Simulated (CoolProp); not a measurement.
20 sccm (0 °C, 1 atm) of nitrogen bubbles through liquid n-heptane at 331.7 K and leaves saturated at a total pressure of 0.15 MPa (ideal gas phase). Each further row changes one setting.

Computed with CoolProp (reference Helmholtz-energy equation of state, Span 2003). It is a short technical equation, of lower accuracy than the large ones.

```
case                      vapour pressure (kPa)  mole fraction of vapour  delivery (mg/min)  delivery (sccm)  change of delivery for a bath 1 K warmer (%)
------------------------  ---------------------  -----------------------  -----------------  ---------------  --------------------------------------------
as stated                                  26.5                    0.177               19.2             4.30                                           4.8
bath temperature 336.7 K                   32.0                    0.214               24.3             5.43                                           4.8
total pressure 0.3 MPa                     26.5                   0.0884               8.67             1.94                                           4.3
```
